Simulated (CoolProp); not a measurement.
Vapour pressure (kPa) of tetradecamethylhexasiloxane (MD4M): the reference equation beside estimates from Tc = 653.2 K, pc = 828.6 kPa, ω = 0.800. Clausius-Clapeyron is anchored at 394.8 K with a constant enthalpy of vaporisation of 65.33 kJ/mol.

Values from CoolProp's reference Helmholtz-energy equation of state, Thol 2019.

```json
[
 {"T (K)": "394.8", "reference": "1.004", "Lee-Kesler": "1.103", "Clausius-Clapeyron": "1.004", "van der Waals": "75.07", "Redlich-Kwong": "18.31"},
 {"T (K)": "400", "reference": "1.300", "Lee-Kesler": "[?]", "Clausius-Clapeyron": "1.300", "van der Waals": "80.89", "Redlich-Kwong": "20.95"},
 {"T (K)": "405.1", "reference": "1.659", "Lee-Kesler": "1.779", "Clausius-Clapeyron": "[?]", "van der Waals": "[?]", "Redlich-Kwong": "23.81"},
 {"T (K)": "410.3", "reference": "2.110", "Lee-Kesler": "2.237", "Clausius-Clapeyron": "2.129", "van der Waals": "[?]", "Redlich-Kwong": "27.02"},
 {"T (K)": "415.4", "reference": "2.648", "Lee-Kesler": "2.782", "Clausius-Clapeyron": "2.693", "van der Waals": "99.90", "Redlich-Kwong": "30.48"},
 {"T (K)": "420.6", "reference": "3.313", "Lee-Kesler": "3.450", "Clausius-Clapeyron": "3.402", "van der Waals": "106.9", "Redlich-Kwong": "34.33"},
 {"T (K)": "425.8", "reference": "4.112", "Lee-Kesler": "4.248", "Clausius-Clapeyron": "4.274", "van der Waals": "114.3", "Redlich-Kwong": "[?]"},
 {"T (K)": "430.9", "reference": "5.047", "Lee-Kesler": "[?]", "Clausius-Clapeyron": "5.317", "van der Waals": "121.9", "Redlich-Kwong": "43.00"}
]
```

Question: Fill in the missing entries.

Answer: 
- 400, Lee-Kesler: 1.409
- 405.1, Clausius-Clapeyron: 1.665
- 405.1, van der Waals: 86.89
- 410.3, van der Waals: 93.31
- 425.8, Redlich-Kwong: 38.53
- 430.9, Lee-Kesler: 5.177

Absolute difference from the reference over all 8 rows, mean and median: Lee-Kesler 5.8 and 5.5 %, Clausius-Clapeyron 1.9 and 1.3 %, van der Waals 4344.2 and 3997.5 %, Redlich-Kwong 1165.9 and 1115.8 %.
